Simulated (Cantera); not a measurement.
Mg(OH)2 + CO2 + H2O (calcination and drying)

Feed: 1 mol Mg(OH)2, 2.8 mol CO2, 0.021 mol H2O, held at 27.0 mbar.

Cantera equilibrium calculation (NASA polynomials, part measured and part estimated; ideal gas, pure solids and liquids). Candidate condensed phases: C, C6H6, C7H8, C8H18, H2O, Mg, MgCO3, MgO, Mg(OH)2; 116 gas species. Kinetics and transport are ignored.

From 1525 K to 2125 K the condensed part is MgO(s). The main Mg-bearing gas is Mg(OH)2 at 1525 K and Mg at 2125 K.

```tsv
T (K)	x CO2	x H2O	x CO	x O2	x OH	n MgO(s)
1525	0.731	0.267	0.00122	0.000668	9.27e-5	1.00
1575	0.730	0.267	0.00195	0.00106	0.000156	1.000
1625	0.728	0.266	0.00303	0.00163	0.000255	1.000
1675	0.726	0.266	0.00458	0.00244	0.000404	1.000
1725	0.723	0.265	0.00674	0.00356	0.000623	1.000
1775	0.719	0.264	0.00970	0.00509	0.000936	1.000
1825	0.713	0.263	0.0137	0.00712	0.00137	1.000
1875	0.706	0.262	0.0189	0.00975	0.00197	1.000
1925	0.696	0.259	0.0255	0.0131	0.00278	1.000
1975	0.684	0.257	0.0339	0.0173	0.00383	1.000
2025	0.669	0.254	0.0442	0.0224	0.00519	1.000
2075	0.651	0.250	0.0567	0.0286	0.00690	1.000
2125	0.630	0.245	0.0715	0.0358	0.00902	1.000
```
x: gas mole fraction; n: condensed amount in mol.
